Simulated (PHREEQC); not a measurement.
Solution (20 °C): 0.0055 mol/kgw CuCl2, 0.00073 mol/kgw HBF4 and 0.004 mol/kgw KCl. Closed to the air; pH follows from the charge balance.

Computed with PHREEQC (ion-association model, wateq4f.dat).

Precipitation was switched off in this run.

**Question.** What pH does the model give?

**Answer.** pH 2.96.

**Question.** In which forms is Cu present?

**Answer.** Cu+2 97 %, CuCl+ 1.8 %, CuF+ 1.0 % of the Cu.

Complexes and solids missing from the database can't appear. Real BF4- forms and hydrolyses slowly; the run takes it at equilibrium.
